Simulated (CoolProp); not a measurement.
Properties of CH3F (R41) along the isobar 45.7 bar (Tc = 317.3 K, pc = 59.06 bar, ω = 0.200).

The numbers come from the reference Helmholtz-energy equation of state, Lemmon 2006 in CoolProp. It is a short technical equation, of lower accuracy than the large ones.

```
T (K)   phase  cv (kJ/(kg K))  speed of sound (m/s)  expansivity (1/kK)
-----  ------  --------------  --------------------  ------------------
303.9  liquid           1.276                 370.6               15.63
313.2     gas           1.311                 234.2               18.82
322.5     gas           1.221                 251.1               12.30
331.9     gas           1.170                 264.0               9.423
341.2     gas           1.140                 274.6               7.781
350.5     gas           1.123                 283.7               6.695
359.8     gas           1.115                 291.9               5.917
369.1     gas           1.113                 299.3               5.328
378.4     gas           1.116                 306.1               4.866
387.7     gas           1.122                 312.5               4.491
397.1     gas           1.130                 318.5               4.177
406.4     gas           1.141                 324.2               3.915
415.7     gas           1.153                 329.6               3.691
425       gas           1.166                 334.7               3.495
```
